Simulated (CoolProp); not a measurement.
Dimethyl carbonate along the isobar 8.58 bar: Z from the reference equation and from simpler models built on Tc = 283.9 °C, pc = 49.09 bar, ω = 0.346; each cubic takes its own stable root.

Computed with CoolProp (reference Helmholtz-energy equation of state, Zhou 2011).

| T (°C) | phase | reference |
|---|---|---|
| 104.15 | liquid | 0.02580 |
| 122.75 | liquid | 0.02533 |
| 141.25 | liquid | 0.02498 |
| 159.85 | liquid | 0.02475 |
| 178.45 | gas | 0.8664 |
| 196.95 | gas | 0.8853 |
| 215.55 | gas | 0.9005 |
| 234.05 | gas | 0.9129 |
| 252.65 | gas | 0.9233 |
| 271.15 | gas | 0.9321 |
| 289.75 | gas | 0.9396 |
| 308.25 | gas | 0.9460 |
| 326.85 | gas | 0.9516 |

### Question
How far does each simpler model (van der Waals, Soave-Redlich-Kwong) lie from the reference over these 13 states: mean and median of the absolute difference, and the worst?

### Answer
- van der Waals: mean 798.2 %, median 2.6 %, worst +3521.0 % at 159.85 °C and 8.58 bar
- Soave-Redlich-Kwong: mean 3.8 %, median 0.1 %, worst +13.1 % at 159.85 °C and 8.58 bar

At some of these states van der Waals gives the other phase, because its saturation line lies elsewhere.
